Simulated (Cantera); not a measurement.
An adiabatic, constant-pressure homogeneous reactor starts with 6.91 % CH4, 11.5 % O2, 81.5 % N2, at 1150 K and 1.01 bar.

Model: GRI-Mech 3.0 (53 species, 325 reactions), integrated in Cantera.

x: mole fraction; the columns are a selection and need not sum to one.

| t (s) | T (K) | x CH4 | x O2 | x H | x C2H6 | x H2 | x C2H2 |
|---|---|---|---|---|---|---|---|
| 1.00e-5 | 1150 | 0.0691 | 0.115 | 2.52e-12 | <1e-12 | 7.79e-12 | <1e-12 |
| 2.80e-5 | 1150 | 0.0691 | 0.115 | 2.89e-12 | <1e-12 | 2.64e-11 | <1e-12 |
| 7.86e-5 | 1150 | 0.0691 | 0.115 | 3.95e-12 | <1e-12 | 9.25e-11 | <1e-12 |
| 0.000220 | 1150 | 0.0691 | 0.115 | 7.31e-12 | 5.16e-12 | 3.96e-10 | <1e-12 |
| 0.000618 | 1150 | 0.0691 | 0.115 | 2.01e-11 | 1.37e-10 | 2.41e-9 | <1e-12 |
| 0.00173 | 1150 | 0.0691 | 0.115 | 8.86e-11 | 5.22e-9 | 2.38e-8 | <1e-12 |
| 0.00486 | 1150 | 0.0691 | 0.115 | 4.06e-10 | … | … | <1e-12 |
| 0.0136 | 1150 | 0.0691 | 0.115 | 7.28e-10 | 4.09e-6 | 2.31e-6 | 4.07e-12 |
| 0.0382 | 1151 | 0.0690 | 0.115 | 1.66e-9 | 2.24e-5 | 1.31e-5 | 1.14e-10 |
| 0.107 | 1154 | 0.0683 | 0.115 | 1.02e-8 | 0.000162 | 0.000141 | 7.66e-9 |
| 0.300 | … | <1e-12 | … | … | <1e-12 | … | <1e-12 |

What belongs in the gaps?


- 0.00486, x C2H6: 2.84e-7
- 0.00486, x H2: 3.23e-7
- 0.300, T (K): 2249
- 0.300, x O2: 0.000124
- 0.300, x H: 0.000939
- 0.300, x H2: 0.0162
